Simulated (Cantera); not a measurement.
A diamond (100) surface in a fixed gas of H2 with x(CH4) = 0.0049, x(H) = 0.0003, x(CH3) = 0.00028, at 1148 K; coverages are run to steady state.

Cantera simulation using the Harris–Goodwin 1993 mechanism for the reconstructed diamond (100) surface; the numbers are that mechanism's predictions, not measurements.

θ: site fractions in the mechanism's names (c6HH fully hydrogenated, c6H* and c6*H radical sites, c6** diradical, c6HM methylated).

| P (Pa) | growth (µm/h) | θ c6HH | θ c6H* | θ c6*H | θ c6** | θ c6HM |
|---|---|---|---|---|---|---|
| 650 | ___ | 0.526 | 0.0300 | 0.427 | 0.0110 | 0.00166 |
| 1100 | ___ | 0.525 | 0.0299 | 0.426 | 0.0110 | 0.00279 |
| 2000 | ___ | 0.523 | 0.0298 | 0.424 | 0.0109 | 0.00502 |
| 3500 | ___ | 0.520 | 0.0296 | 0.422 | 0.0108 | 0.00860 |
| 6200 | ___ | 0.515 | 0.0293 | 0.418 | 0.0107 | 0.0146 |
| 11000 | ___ | 0.508 | 0.0289 | 0.411 | 0.0105 | 0.0242 |
| 19000 | ___ | 0.497 | 0.0282 | 0.401 | 0.0103 | 0.0377 |
| 33000 | ___ | 0.483 | 0.0273 | 0.389 | 0.00997 | 0.0557 |

Some entries are withheld; supply them.


- 650, growth (µm/h): 0.0495
- 1100, growth (µm/h): 0.0957
- 2000, growth (µm/h): 0.213
- 3500, growth (µm/h): 0.480
- 6200, growth (µm/h): 1.17
- 11000, growth (µm/h): 2.96
- 19000, growth (µm/h): 7.25
- 33000, growth (µm/h): 17.6
